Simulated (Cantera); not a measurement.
Input (Python, Cantera) and output of one run.

```python
import numpy as np
import cantera as ct

gas_names = """
    B BH BH2 BH3 BN BO BO2 B2 B2O B2O2 B2O3 B3O3H3 H HBO HBO2 HNO HNO2 HNO3 HO2 H2 H2O H2O2 H3B3O6 N NH
    NH2 NH3 NH2OH NO NO2 NO3 N2 N2H2 N2H4 N2O O OH O2 O3
""".split()
cond_names = """
    B(b) B(L) BN(s) B2O3(L) B3O3H3(cr) H2O(s) H2O(L)
""".split()


# ... load() reads the species with a 1 bar reference pressure and builds the phases ...
atoms = {
    'B2O3': {'B': 2, 'O': 3},
    'NH3': {'N': 1, 'H': 3},
    'N2': {'N': 2},
}
top_T = {'BN(s)': 3200}  # K; cautious upper limits of use, not melting points


# ... equilibrate(T, P, feed) seeds the gas with the atoms and calls Mixture.equilibrate('TP', solver="vcs", rtol=1e-11, max_steps=5000) ...
results = []
feed = {'B2O3': 1, 'NH3': 15, 'N2': 3.8}  # mol
P = 33000  # Pa
for T in [1800, 1850, 1900, 1950, 2000, 2050, 2100, 2150]:
    mix = equilibrate(T, P, feed)
    results.append((T, P, feed, dict(zip(mix.species_names, mix.species_moles))))

top = {s: max(r[3][s] / sum(r[3][g] for g in gas_names) for r in results) for s in gas_names}
cols = sorted((s for s in top if top[s] > 0.001), key=lambda s: -top[s])[:7]
seen = [c for c in cond_names if any(r[3].get(c, 0) > 1e-12 for r in results)]
print("log10 of partial pressures in bar; condensed amounts in mol")
print(f"{'T/K':>10s}" + "".join(f"{s[:9]:>10s}" for s in cols + seen))
for T, P, feed, n in results:
    ng = sum(n[g] for g in gas_names)
    print(f"{T:10.4g}" + "".join(f"{np.log10(max(n[s] / ng * P / 1e5, 1e-99)):10.3f}" for s in cols)
          + "".join(f"{n.get(c, 0):10.4g}" for c in seen))
```

It prints:

```
log10 of partial pressures in bar; condensed amounts in mol
       T/K        H2        N2       HBO      HBO2      B2O3         H       H2O     BN(s)   B2O3(L)
      1800    -0.682    -0.970    -2.355    -2.249    -2.465    -3.787    -3.167   0.06284    0.0382
      1850    -0.684    -0.970    -2.264    -2.277    -2.449    -3.611    -3.197         0         0
      1900    -0.685    -0.970    -2.245    -2.272    -2.471    -3.443    -3.125         0         0
      1950    -0.685    -0.970    -2.228    -2.268    -2.494    -3.283    -3.058         0         0
      2000    -0.686    -0.971    -2.213    -2.266    -2.518    -3.132    -2.995         0         0
      2050    -0.688    -0.971    -2.199    -2.265    -2.542    -2.988    -2.936         0         0
      2100    -0.689    -0.971    -2.187    -2.266    -2.568    -2.851    -2.879         0         0
      2150    -0.690    -0.972    -2.177    -2.268    -2.595    -2.720    -2.826         0         0
```

Equilibrium computed with Cantera from the NASA thermochemical tables; the gas is ideal and each condensed phase is pure. Mutual solubility and eutectic melting of coexisting phases are not modelled.
